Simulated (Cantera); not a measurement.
Charge: 1 mol Si, 0.0011 mol H2O, 4.7 mol H2, 3.6 mol CO2, equilibrated at 650 °C and 0.250 bar.

These are equilibrium values from Cantera (NASA tables, ideal gas, pure condensed phases), not measurements of a reactor. Candidate condensed phases: C, C6H6, C7H8, C8H18, H2O, Si, SiC, SiO2; 123 gas species. Rates play no part.

Base state: H2 0.472, CO 0.315, CO2 0.118, H2O 0.0867, CH4 0.00853 (mole fractions); condensed: SiO2(β-quartz).

Problem. What changes in the equilibrium state with this change: temperature from 650 °C to 1250 °C?

Solution. 
```json
[
 {"species": "H2", "before": "0.472", "after": "0.422"},
 {"species": "CO", "before": "0.315", "after": "0.385"},
 {"species": "H2O", "before": "0.0867", "after": "0.144"},
 {"species": "CO2", "before": "0.118", "after": "0.0489"},
 {"species": "CH4", "before": "0.00853", "after": "4.23e-8"},
 {"species": "H", "before": "<1e-9", "after": "3.00e-5"},
 {"species": "SiO2(β-quartz), mol", "before": "1.00", "after": "1.00"}
]
```
The tables hold silica as quartz up to 1696 K and as liquid above; real silica turns to tridymite and cristobalite and melts near 1996 K. Gases not in the tables: Si(OH)4.
